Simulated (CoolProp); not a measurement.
Model: reference Helmholtz-energy equation of state, Schmidt 1985, in CoolProp. Above 300 K oxygen's equation is extrapolated.

Question: For oxygen, give the phase and the speed of sound (m/s), Joule-Thomson coefficient (K/MPa), viscosity (µPa s) at 149.25 °C and 0.2 MPa; 33.25 °C and 3.71 MPa; -179.45 °C and 0.0202 MPa.

Answer: 
- 149.25 °C and 0.2 MPa: gas; speed of sound 389, Joule-Thomson coefficient 1.23, viscosity 26.9
- 33.25 °C and 3.71 MPa: gas; speed of sound 335, Joule-Thomson coefficient 2.35, viscosity 21.8
- -179.45 °C and 0.0202 MPa: gas; speed of sound 184, Joule-Thomson coefficient 19.5, viscosity 7.22

Viscosity comes from a separate model (Lemmon 2004).
